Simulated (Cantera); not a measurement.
Ignition delay

Mixture: CH4 : C2H6 : O2 : N2 = 1 : 0.064 : 2.44 : 9.53 (molar parts), equivalence ratio 0.91, at 1.00 atm, adiabatic and at constant volume. Ignition delay is the time to a rise of 400 K.

Model: GRI-Mech 3.0 (53 species, 325 reactions), integrated in Cantera.

```json
[
 {"T0 (K)": "1175", "delay (ms)": "12.8"},
 {"T0 (K)": "1250", "delay (ms)": "5.17"},
 {"T0 (K)": "1325", "delay (ms)": "2.16"},
 {"T0 (K)": "1400", "delay (ms)": "0.937"},
 {"T0 (K)": "1475", "delay (ms)": "0.430"},
 {"T0 (K)": "1550", "delay (ms)": "0.213"},
 {"T0 (K)": "1625", "delay (ms)": "0.115"},
 {"T0 (K)": "1700", "delay (ms)": "0.0683"}
]
```

The apparent activation energy between 1550 and 1700 K is 170 kJ/mol.
